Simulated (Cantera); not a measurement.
A perfectly stirred reactor is fed with H₂ : O₂ : N₂ = 1.4 : 1 : 2 (molar parts), equivalence ratio 0.70, at 1.00 bar; it is held at 1125 K, and followed from long to short residence time.

Computed with Cantera and the H2/O2 subset of GRI-Mech 3.0, which has no nitrogen chemistry. The temperature is held fixed by assumption; the heat of reaction is taken as removed at once.

Question: What does this change do: pressure from 1.00 bar to 97.5 Torr?

Answer: 
```
quantity                 before     after
----------------------  -------  --------
x(H₂) at τ = 0.870 s    0.00298  0.000746
x(O₂) at τ = 0.870 s     0.0824    0.0813
x(H₂O₂) at τ = 0.870 s  1.44e-5   1.48e-6
x(O) at τ = 0.870 s     2.12e-6   9.96e-5
x(H) at τ = 0.870 s     1.24e-6   5.85e-5
x(H₂) at τ = 45.0 ms     0.0159   0.00482
x(O₂) at τ = 45.0 ms     0.0883    0.0828
x(H₂O₂) at τ = 45.0 ms  6.96e-5   2.78e-6
x(O) at τ = 45.0 ms     1.59e-5  0.000729
x(H) at τ = 45.0 ms     1.90e-5   0.00110
```
